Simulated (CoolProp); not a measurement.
A simple Rankine cycle with toluene: condensing at 321.15 K, boiler at 0.183 MPa, turbine inlet 407.9 K, turbine efficiency 0.65, pump efficiency 0.8, no recuperator. Each further row changes one setting.

Values from CoolProp's reference Helmholtz-energy equation of state, Lemmon 2006. It is a short technical equation, of lower accuracy than the large ones.

| case | thermal efficiency (%) | net work (kJ/kg) | heat in (kJ/kg) | turbine exit temperature (K) | volume ratio over the turbine |
|---|---|---|---|---|---|
| as stated | 11.5 | 59.1 | 512 | [?] | 15.3 |
| turbine inlet 427.9 K | 11.5 | 62.6 | [?] | 382.9 | 15.2 |
| condensing temperature 313.15 K | 12.6 | 66.1 | 526 | 357.2 | 21.5 |
| boiler pressure 0.128 MPa | 10.2 | 52.6 | [?] | 368.9 | 10.7 |
| turbine efficiency 0.55 | 9.8 | 50.0 | 512 | 368.9 | [?] |

Task: Complete the blanks.

Result: 
- as stated, turbine exit temperature (K): 362.4
- turbine inlet 427.9 K, heat in (kJ/kg): 545
- boiler pressure 0.128 MPa, heat in (kJ/kg): 515
- turbine efficiency 0.55, volume ratio over the turbine: 15.5
